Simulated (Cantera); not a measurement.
Charge: 1 mol CH3Cl, held at 1.28 Torr.

Cantera equilibrium calculation (NASA polynomials, part measured and part estimated; ideal gas, pure solids and liquids). Candidate condensed phases: C, C6H6, C7H8, C8H18; 91 gas species. Equilibrium is a limit: real reactors are often held back by kinetics, nucleation or transport.

x: gas mole fraction; n: condensed amount in mol.

```json
[
 {"T (°C)": "475", "x HCl": "0.501", "x H2": "0.498", "x H": "4.93e-12", "x Cl": "5.33e-12", "x C2H2 (acetylene)": "<1e-12", "n C(graphite)": "0.997"},
 {"T (°C)": "675", "x HCl": "0.500", "x H2": "0.500", "x H": "8.99e-9", "x Cl": "8.57e-9", "x C2H2 (acetylene)": "1.29e-10", "n C(graphite)": "1.000"},
 {"T (°C)": "875", "x HCl": "0.500", "x H2": "0.500", "x H": "(withheld)", "x Cl": "(withheld)", "x C2H2 (acetylene)": "(withheld)", "n C(graphite)": "1.000"},
 {"T (°C)": "1075", "x HCl": "0.500", "x H2": "0.500", "x H": "3.97e-5", "x Cl": "3.31e-5", "x C2H2 (acetylene)": "6.01e-7", "n C(graphite)": "1.000"},
 {"T (°C)": "1275", "x HCl": "0.499", "x H2": "0.500", "x H": "0.000528", "x Cl": "0.000421", "x C2H2 (acetylene)": "7.84e-6", "n C(graphite)": "1.000"},
 {"T (°C)": "1475", "x HCl": "0.495", "x H2": "0.498", "x H": "0.00391", "x Cl": "0.00300", "x C2H2 (acetylene)": "5.62e-5", "n C(graphite)": "1.000"},
 {"T (°C)": "1675", "x HCl": "0.478", "x H2": "0.489", "x H": "0.0192", "x Cl": "0.0140", "x C2H2 (acetylene)": "0.000263", "n C(graphite)": "0.999"},
 {"T (°C)": "1875", "x HCl": "0.425", "x H2": "0.459", "x H": "0.0685", "x Cl": "0.0464", "x C2H2 (acetylene)": "0.000880", "n C(graphite)": "0.996"},
 {"T (°C)": "2075", "x HCl": "(withheld)", "x H2": "(withheld)", "x H": "(withheld)", "x Cl": "(withheld)", "x C2H2 (acetylene)": "(withheld)", "n C(graphite)": "0.990"},
 {"T (°C)": "2275", "x HCl": "0.176", "x H2": "0.257", "x H": "0.380", "x Cl": "0.183", "x C2H2 (acetylene)": "0.00339", "n C(graphite)": "0.973"}
]
```

Q: What belongs in the gaps?

A: 
- 2075, x HCl: 0.317
- 2075, x H2: 0.386
- 2075, x H: 0.186
- 2075, x Cl: 0.109
- 2075, x C2H2 (acetylene): 0.00211
- 875, x H: 1.23e-6
- 875, x Cl: 1.08e-6
- 875, x C2H2 (acetylene): 1.86e-8
